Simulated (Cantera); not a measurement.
What does this Cantera script print?

```python
import numpy as np
import cantera as ct

gas_names = [...]  # 110 gases of nasa_gas.yaml made of C, F, H
cond_names = """
    C(gr) C6H6(L) C7H8(L) C8H18(L),n-octa
""".split()


# ... load() reads the species with a 1 bar reference pressure and builds the phases ...
atoms = {
    'CF4': {'C': 1, 'F': 4},
    'H2': {'H': 2},
}
top_T = {'C(gr)': 4500}  # K; cautious upper limits of use, not melting points


# ... equilibrate(T, P, feed) seeds the gas with the atoms and calls Mixture.equilibrate('TP', solver="vcs", rtol=1e-11, max_steps=5000) ...
results = []
feed = {'CF4': 1, 'H2': 0.32}  # mol
P = 1333.22  # Pa
for T in [2000, 2500, 3000, 3500, 4000, 4500, 5000]:
    mix = equilibrate(T, P, feed)
    results.append((T, P, feed, dict(zip(mix.species_names, mix.species_moles))))

top = {s: max(r[3][s] / sum(r[3][g] for g in gas_names) for r in results) for s in gas_names}
cols = sorted((s for s in top if top[s] > 1e-06), key=lambda s: -top[s])[:6]
seen = [c for c in cond_names if any(r[3].get(c, 0) > 1e-12 for r in results)]
print("log10 of partial pressures in bar; condensed amounts in mol")
print(f"{'T/K':>10s}" + "".join(f"{s[:9]:>10s}" for s in cols + seen))
for T, P, feed, n in results:
    ng = sum(n[g] for g in gas_names)
    print(f"{T:10.4g}" + "".join(f"{np.log10(max(n[s] / ng * P / 1e5, 1e-99)):10.3f}" for s in cols)
          + "".join(f"{n.get(c, 0):10.4g}" for c in seen))
```

Output:

```
log10 of partial pressures in bar; condensed amounts in mol
       T/K         F       CF4        HF       CF2         C         H     C(gr)
      2000    -3.492    -2.182    -2.263    -3.044   -10.517    -7.734    0.1143
      2500    -2.225    -3.738    -2.539    -2.394    -6.779    -6.194  0.006047
      3000    -2.036    -7.406    -2.676    -3.290    -4.295    -4.451    0.2057
      3500    -2.018   -11.126    -2.910    -4.805    -3.155    -3.220         0
      4000    -2.024   -14.389    -3.679    -6.383    -2.699    -2.866         0
      4500    -2.024   -17.202    -4.512    -7.896    -2.636    -2.827         0
      5000    -2.024   -19.493    -5.207    -9.150    -2.629    -2.822         0
```

Method: chemical equilibrium by Gibbs-energy minimisation in Cantera with the NASA 1993 tables (ideal gas, pure condensed phases). Gases not in the tables: C2F6 and larger saturated fluorocarbons.
